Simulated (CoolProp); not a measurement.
Vapour-liquid equilibrium of cyclohexane (1) + n-heptane (2) at 47.35 °C; x and y are mole fractions of (1).

Model: multi-fluid Helmholtz-energy mixture model, Zhou 2014 and Span 2003; pair parameters Bell 2016, in CoolProp.

### Question
Give the bubble pressure and the first vapour's composition at x = 0.15, 0.35, 0.95. Is there an azeotrope?

### Answer
x = 0.15: 19.50 kPa, y = 0.261; x = 0.35: 22.86 kPa, y = 0.514; x = 0.95: 32.10 kPa, y = 0.972. No azeotrope shows between x = 0.05 and 0.95.

Pair parameters are fitted to limited data, so mixtures are less certain than the pure fluids.
